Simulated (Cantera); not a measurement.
Charge: 1 mol MgCO3, 0.49 mol SO3, 0.092 mol O2, equilibrated at 1750 K and 0.440 bar.

Equilibrium computed with Cantera from the NASA thermochemical tables; the gas is ideal and each condensed phase is pure. Candidate condensed phases: C, Mg, MgCO3, MgO, MgS, MgSO4, S; 26 gas species. Kinetics and transport are ignored.

Base state: CO2 0.547, SO2 0.267, O2 0.184, SO3 0.000958, CO 0.000232, O 4.84e-5, SO 1.05e-5 (mole fractions); condensed: MgO(s).

Task: What changes in the equilibrium state with this change: temperature from 1750 K to 1900 K?

Result: 
| species | before | after |
|---|---|---|
| CO2 | 0.547 | 0.546 |
| SO2 | 0.267 | 0.267 |
| O2 | 0.184 | 0.185 |
| CO | 0.000232 | 0.00105 |
| SO | 1.05e-5 | 5.37e-5 |
| O | 4.84e-5 | 0.000193 |
| SO3 | 0.000958 | 0.000576 |
| MgO(s), mol | 1.00 | 1.00 |
